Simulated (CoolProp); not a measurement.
Vapour-liquid equilibrium of R125 (1) + R227EA (2) at 305.4 K; x and y are mole fractions of (1).

Values from CoolProp's multi-fluid Helmholtz-energy mixture model, Lemmon 2005 and Lemmon 2016; pair parameters Bell 2016.

Q: Give the bubble pressure and the first vapour's composition at x = 0.125, 0.35, 0.8. Is there an azeotrope?

A: x = 0.125: 683.7 kPa, y = 0.249; x = 0.35: 910.8 kPa, y = 0.550; x = 0.8: 1411 kPa, y = 0.893. No azeotrope shows between x = 0.05 and 0.95.

The pair parameters rest on a limited set of measurements; away from them the model extrapolates.
